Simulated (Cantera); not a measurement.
Transport properties of process gases

Gas mixture: CH4 : CH3OH = 0.61 : 0.48 (molar parts), at 750 Torr, frozen composition.

Cantera's kinetic-theory transport with the Lennard-Jones parameters of GRI-Mech 3.0, ideal gas; thermal conductivity in the multicomponent form. Polar gases are described roughly by these parameters.

| T (K) | ρ (kg/m³) | cp (J/kg/K) | μ (µPa s) | λ (mW/m/K) | Pr | D (cm²/s) N2 | D (cm²/s) H2O | D (cm²/s) C2H2 |
|---|---|---|---|---|---|---|---|---|
| 400 | 0.694 | 1963 | 13.8 | 39.6 | 0.686 | 0.320 | 0.336 | 0.252 |
| 500 | 0.555 | 2262 | 16.9 | 55.3 | 0.692 | 0.478 | 0.521 | 0.381 |
| 600 | 0.463 | 2562 | 19.8 | 72.8 | 0.698 | 0.658 | 0.741 | 0.531 |
| 700 | 0.397 | 2836 | 22.5 | 91.1 | 0.702 | 0.860 | 0.993 | 0.700 |
| 800 | 0.347 | 3073 | 25.1 | 110 | 0.704 | 1.08 | 1.27 | 0.886 |
| 900 | 0.309 | 3284 | 27.6 | 128 | 0.707 | 1.32 | 1.58 | 1.09 |
| 1000 | 0.278 | 3494 | 29.9 | 148 | 0.708 | 1.58 | 1.92 | 1.31 |
D: mixture-averaged diffusion coefficient of that species in the mixture.
